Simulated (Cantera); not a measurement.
## Equilibrium for calcination and drying: Ca(OH)2 + H2O + H2

Feed: 1 mol Ca(OH)2, 0.048 mol H2O, 0.089 mol H2, at 675 K.

Cantera equilibrium calculation (NASA polynomials, part measured and part estimated; ideal gas, pure solids and liquids). Candidate condensed phases: Ca, CaO, Ca(OH)2, H2O; 14 gas species. Kinetics and transport are ignored.

From 10.0 Pa to 32.0 mbar the condensed part is CaO(s). At 0.130 bar the condensed part is CaO(s) + Ca(OH)2(s). From 0.560 bar to 10.0 bar the condensed part is Ca(OH)2(s).

```tsv
P (Pa)	x H2O	x H2	n CaO(s)	n Ca(OH)2(s)
10	0.922	0.0783	1.00	0
42	0.922	0.0783	1.00	0
180	0.922	0.0783	1.00	0
750	0.922	0.0783	1.00	0
3200	0.922	0.0783	1.00	0
13000	0.517	0.483	0.0473	0.953
56000	0.350	0.650	0	1.00
240000	0.350	0.650	0	1.00
1000000	0.350	0.650	0	1.00
```
x: gas mole fraction; n: condensed amount in mol.
